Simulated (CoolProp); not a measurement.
Aqueous ethylene glycol as a coolant, at 10 °C, 1 atm.

Computed with CoolProp (Melinder's fits for secondary coolants).

```json
[
 {"mass %": "1.7", "freezing point (°C)": "-0.5", "conductivity (W/(m K))": "0.574", "Prandtl number": "9.90", "viscosity (mPa s)": "1.36", "cp (kJ/(kg K))": "4.168"},
 {"mass %": "7.4", "freezing point (°C)": "-2.4", "conductivity (W/(m K))": "0.550", "Prandtl number": "11.7", "viscosity (mPa s)": "1.58", "cp (kJ/(kg K))": "4.080"},
 {"mass %": "13", "freezing point (°C)": "-4.6", "conductivity (W/(m K))": "0.526", "Prandtl number": "14.0", "viscosity (mPa s)": "1.84", "cp (kJ/(kg K))": "3.994"},
 {"mass %": "18.6", "freezing point (°C)": "-7.2", "conductivity (W/(m K))": "0.502", "Prandtl number": "16.8", "viscosity (mPa s)": "2.16", "cp (kJ/(kg K))": "3.903"},
 {"mass %": "24.2", "freezing point (°C)": "-10.4", "conductivity (W/(m K))": "0.479", "Prandtl number": "20.1", "viscosity (mPa s)": "2.53", "cp (kJ/(kg K))": "3.802"},
 {"mass %": "29.8", "freezing point (°C)": "-14.4", "conductivity (W/(m K))": "0.456", "Prandtl number": "24.0", "viscosity (mPa s)": "2.97", "cp (kJ/(kg K))": "3.693"},
 {"mass %": "35.4", "freezing point (°C)": "-19.2", "conductivity (W/(m K))": "0.435", "Prandtl number": "28.5", "viscosity (mPa s)": "3.47", "cp (kJ/(kg K))": "3.576"},
 {"mass %": "41", "freezing point (°C)": "-24.9", "conductivity (W/(m K))": "0.414", "Prandtl number": "33.9", "viscosity (mPa s)": "4.06", "cp (kJ/(kg K))": "3.456"},
 {"mass %": "46.6", "freezing point (°C)": "-31.5", "conductivity (W/(m K))": "0.394", "Prandtl number": "40.3", "viscosity (mPa s)": "4.76", "cp (kJ/(kg K))": "3.333"}
]
```
